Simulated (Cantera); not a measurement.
Charge: 1 mol MgCO3, 0.022 mol CO2, equilibrated at 1550 K.

Cantera equilibrium calculation (NASA polynomials, part measured and part estimated; ideal gas, pure solids and liquids). Candidate condensed phases: C, Mg, MgCO3, MgO; 15 gas species. Rates play no part.

x: gas mole fraction; n: condensed amount in mol.

| P (Pa) | x CO2 | x CO | x O2 | x O | x Mg | x MgO | n MgO(s) |
|---|---|---|---|---|---|---|---|
| 10 | 0.981 | 0.0126 | 0.00624 | 6.18e-5 | 1.60e-7 | (withheld) | 1.00 |
| 68 | 0.990 | 0.00666 | 0.00332 | 1.73e-5 | 1.24e-8 | (withheld) | 1.00 |
| 460 | 0.995 | 0.00353 | 0.00176 | 4.85e-6 | 9.68e-10 | (withheld) | 1.00 |
| 3200 | 0.997 | 0.00185 | 0.000925 | 1.33e-6 | 7.28e-11 | (withheld) | 1.00 |
| 22000 | 0.999 | 0.000975 | 0.000487 | 3.68e-7 | 5.57e-12 | <1e-12 | 1.00 |
| 150000 | 0.999 | 0.000514 | 0.000257 | 1.02e-7 | <1e-12 | <1e-12 | 1.00 |
| 1000000 | 1.000 | 0.000273 | 0.000137 | 2.89e-8 | <1e-12 | <1e-12 | 1.00 |

### Question
Fill in the missing entries.

### Answer

- 10, x MgO: 2.19e-9
- 68, x MgO: 3.22e-10
- 460, x MgO: 4.76e-11
- 3200, x MgO: 6.85e-12
